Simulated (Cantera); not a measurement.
Cantera run:

```python
import numpy as np
import cantera as ct

gas_names = """
    AL ALCL ALCL2 ALCL3 ALH ALN AL2 AL2CL6 CL CL2 H HCL H2 N NH NH2 NH3 N2 N2H2 N2H4
""".split()
cond_names = """
    AL(cr) AL(L) ALCL3(s) ALCL3(L) ALN(s) NH4CL(a) NH4CL(b)
""".split()


# ... load() reads the species with a 1 bar reference pressure and builds the phases ...
atoms = {
    'AlCl3': {'AL': 1, 'CL': 3},
    'NH3': {'N': 1, 'H': 3},
    'H2': {'H': 2},
}
top_T = {'ALN(s)': 2750}  # K; cautious upper limits of use, not melting points


# ... equilibrate(T, P, feed) seeds the gas with the atoms and calls Mixture.equilibrate('TP', solver="vcs", rtol=1e-11, max_steps=5000) ...
results = []
T = 950  # K
P = 5700  # Pa
for m in [3.9, 5.9, 8.8, 13, 20, 30, 44, 66, 99, 150, 220]:
    feed = {'AlCl3': 1, 'NH3': 16, 'H2': m}  # mol
    mix = equilibrate(T, P, feed)
    results.append((T, P, feed, dict(zip(mix.species_names, mix.species_moles))))
    x = sorted(zip(gas.X, gas.species_names), reverse=True)
    print(f"T = {T:g} K  P = {P:g} Pa  n(H2) = {m:g} mol  gas = {mix.phase_moles(0):.4g} mol")
    print("   x: " + "  ".join(f"{s} {v:.3e}" for v, s in x if v > 0.001))
    print("   condensed (mol): " + ("  ".join(f"{mix.phase(i).name} {mix.phase_moles(i):.4g}"
          for i in range(1, mix.n_phases) if mix.phase_moles(i) > 1e-12) or "none"))
```

Result:

```
T = 950 K  P = 5700 Pa  n(H2) = 3.9 mol  gas = 36.9 mol
   x: H2 7.263e-01  N2 2.069e-01  HCL 5.959e-02  ALCL3 7.235e-03
   condensed (mol): ALN(s) 0.733
T = 950 K  P = 5700 Pa  n(H2) = 5.9 mol  gas = 38.9 mol
   x: H2 7.398e-01  N2 1.961e-01  HCL 5.757e-02  ALCL3 6.517e-03
   condensed (mol): ALN(s) 0.7465
T = 950 K  P = 5700 Pa  n(H2) = 8.8 mol  gas = 41.8 mol
   x: H2 7.573e-01  N2 1.822e-01  HCL 5.484e-02  ALCL3 5.643e-03
   condensed (mol): ALN(s) 0.7641
T = 950 K  P = 5700 Pa  n(H2) = 13 mol  gas = 46 mol
   x: H2 7.787e-01  N2 1.654e-01  HCL 5.128e-02  ALCL3 4.645e-03
   condensed (mol): ALN(s) 0.7863
T = 950 K  P = 5700 Pa  n(H2) = 20 mol  gas = 53 mol
   x: H2 8.071e-01  N2 1.432e-01  HCL 4.622e-02  ALCL3 3.462e-03
   condensed (mol): ALN(s) 0.8165
T = 950 K  P = 5700 Pa  n(H2) = 30 mol  gas = 63 mol
   x: H2 8.369e-01  N2 1.202e-01  HCL 4.043e-02  ALCL3 2.396e-03
   condensed (mol): ALN(s) 0.8491
T = 950 K  P = 5700 Pa  n(H2) = 44 mol  gas = 77 mol
   x: H2 8.659e-01  N2 9.817e-02  HCL 3.433e-02  ALCL3 1.543e-03
   condensed (mol): ALN(s) 0.8812
T = 950 K  P = 5700 Pa  n(H2) = 66 mol  gas = 99 mol
   x: H2 8.952e-01  N2 7.619e-02  HCL 2.768e-02
   condensed (mol): ALN(s) 0.9135
T = 950 K  P = 5700 Pa  n(H2) = 99 mol  gas = 132 mol
   x: H2 9.211e-01  N2 5.704e-02  HCL 2.139e-02
   condensed (mol): ALN(s) 0.9411
T = 950 K  P = 5700 Pa  n(H2) = 150 mol  gas = 183 mol
   x: H2 9.429e-01  N2 4.108e-02  HCL 1.578e-02
   condensed (mol): ALN(s) 0.9627
T = 950 K  P = 5700 Pa  n(H2) = 220 mol  gas = 253 mol
   x: H2 9.586e-01  N2 2.969e-02  HCL 1.158e-02
   condensed (mol): ALN(s) 0.9766
```

Method: chemical equilibrium by Gibbs-energy minimisation in Cantera with the NASA 1993 tables (ideal gas, pure condensed phases).
